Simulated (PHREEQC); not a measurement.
**Alkaline etch or developer: speciation**

Consider water at 25 °C with 0.0031 mol KOH, 0.025 mol CO2 and 0.18 mol K3PO4 per kg of water. Closed to the air; pH follows from the charge balance.

The numbers come from PHREEQC with the ion-association model, wateq4f.dat.

```
Quantity                  Result
-----------------  -------------
pH                         11.78
ionic strength     0.978 mol/kgw
activity of water          0.987
total alkalinity      363 meq/kg
```

```csv
species,molality,activity,log γ
K+,0.535,0.321,-0.221
PO4-3,0.123,0.00229,-1.730
HPO4-2,0.0490,0.00835,-0.769
CO3-2,0.0248,0.00458,-0.733
OH-,0.0104,0.00602,-0.236
KHPO4-,0.00798,0.00523,-0.183
HCO3-,0.000245,0.000161,-0.183
H2PO4-,3.37e-7,2.21e-7,-0.183
```

No solid was allowed to form. Ionic strength above about 0.7 mol/kgw puts this run outside the model's range. H3PO4, which wateq4f.dat lacks, is added to it with the constant of phreeqc.dat.
